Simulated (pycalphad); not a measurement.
All values are pycalphad results on the COST 507 light-alloy database (1999) (1 atm), not direct measurements. The data set is of 1999 and partly superseded. Amounts are mole fractions of atoms.

**Question.** Give the equilibrium state of Al-8.21Si-7.7Mn (at.%) at 770 K.

**Answer.** 
```
T = 770.00 K, P = 101325 Pa, N = 1 mol of atoms
G = -35819 J/mol, H = 2984 J/mol, S = 50.39 J/(mol K)  (SER reference)
chemical potentials (J/mol): Al -28589, Si -20243, Mn -131375
phase             fraction      x(Al)      x(Si)      x(Mn)
FCC_A1              0.5351     0.9925     0.0074   0.000101
ALMNSI_ALPHA        0.4424     0.7002     0.1259     0.1739
DIAMOND_A4          0.0224    1.7e-07     1.0000       none
```

**Question.** Give the equilibrium state of Al-8.21Si-7.7Mn (at.%) at 850 K.

**Answer.** ALMNSI_ALPHA, fraction 0.440, with 12.7 Si, 17.4 Mn at.%; fcc, fraction 0.389, with 1.5 Si, 0.03 Mn at.%; liquid, fraction 0.170, with 12.1 Si, 0.17 Mn at.%.

Database names, with the compositions (at.%) that they take in these runs: ALMNSI_ALPHA: Al 70 Mn 17 Si 12. FCC_A1 is fcc; DIAMOND_A4 is diamond (Si). An entry "none" or "no" means that the model of the phase leaves that element out.
